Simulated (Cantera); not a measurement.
Fe + CO + N2 (metals in furnace atmospheres)

Input: 1 mol Fe, 2.4 mol CO, 2.4 mol N2, at 1125 K.

These are equilibrium values from Cantera (NASA tables, ideal gas, pure condensed phases), not measurements of a reactor. Candidate condensed phases: C, Fe, Fe(CO)5, FeO, Fe2O3, Fe3O4; 27 gas species. The tables' stoichiometric FeO is somewhat more stable than real wüstite, so its field is too wide. FeO: taken at fixed stoichiometry. Condensed phases not in the tables: cementite and carbon dissolved in iron. The numbers say what is thermodynamically allowed, not how fast it happens.

```
P (Pa)    x N2   x CO     x CO2      x Fe  n Fe(α)  n C(graphite)  n FeO(s)
-------  -----  -----  --------  --------  -------  -------------  --------
10       0.500  0.500   1.46e-6   3.36e-8     1.00              0         0
120      0.500  0.500   1.75e-5   2.80e-9     1.00              0         0
1600     0.500  0.500  0.000234  2.10e-10     1.00        0.00112         0
19000    0.501  0.496   0.00273  1.77e-11     1.00         0.0131         0
240000   0.515  0.456    0.0292  1.40e-12     1.00          0.136         0
3000000  0.687  0.224    0.0883    <1e-12        0           1.31      1.00
```
x: gas mole fraction; n: condensed amount in mol.

From 10.0 Pa to 120 Pa the condensed part is Fe(α). From 1600 Pa to 240000 Pa the condensed part is C(graphite) + Fe(α). At 3000000 Pa the condensed part is C(graphite) + FeO(s).
